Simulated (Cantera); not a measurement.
A freely propagating, adiabatic, planar premixed flame of CH4 : C2H6 : C3H8 : O2 : N2 = 1 : 0.45 : 0.063 : 2.99 : 11.3 (molar parts), equivalence ratio 1.3, unburnt at 598 K and 240000 Pa; mixture-averaged transport, grid criteria slope 0.08 and curve 0.16, no radiation.

Cantera simulation using GRI-Mech 3.0 (53 species, 325 reactions); the numbers are that mechanism's predictions, not measurements. Burning velocities carry a grid error of a few per cent, more on coarse grids.

Task: How do the results move with these cheaper or finer settings: unity-Lewis-number transport; multicomponent transport; multicomponent+Soret transport; grid criteria slope 0.5, curve 1; grid criteria slope 0.25, curve 0.5; grid criteria slope 0.03, curve 0.06?

Result: 
```tsv
setting	laminar burning velocity	thermal thickness	peak x(CO)	peak x(CH2)	grid points
as above	88.1 cm/s	0.170 mm	0.0800	9.46e-5	147
unity-Lewis-number transport	60.1 cm/s	0.215 mm	0.0753	8.01e-5	145
multicomponent transport	88.1 cm/s	0.172 mm	0.0801	9.46e-5	147
multicomponent+Soret transport	88.1 cm/s	0.170 mm	0.0799	9.44e-5	147
grid criteria slope 0.5, curve 1	97.0 cm/s	0.190 mm	0.0805	9.26e-5	35
grid criteria slope 0.25, curve 0.5	90.7 cm/s	0.176 mm	0.0801	9.46e-5	61
grid criteria slope 0.03, curve 0.06	86.8 cm/s	0.168 mm	0.0799	9.43e-5	357
```
The base run took very roughly 9 core-seconds.
Unity Lewis numbers drop preferential diffusion, which matters most where H2 and H carry the flame; Soret adds thermal diffusion.
